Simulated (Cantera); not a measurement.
A closed system holds: 1 mol CH3F, 0.0088 mol CH4, held at 1073 K and 0.0750 Torr.

Method: chemical equilibrium by Gibbs-energy minimisation in Cantera with the NASA 1993 tables (ideal gas, pure condensed phases). Candidate condensed phases: C, C6H6, C7H8, C8H18; 95 gas species. The numbers say what is thermodynamically allowed, not how fast it happens.

**Question.** What is the equilibrium state?

**Answer.** 
- x(H2) = 0.504
- x(HF) = 0.496
- x(CH4) = 1.17e-6
- n(C(graphite)) = 1.01 mol
- gas amount = 2.018 mol
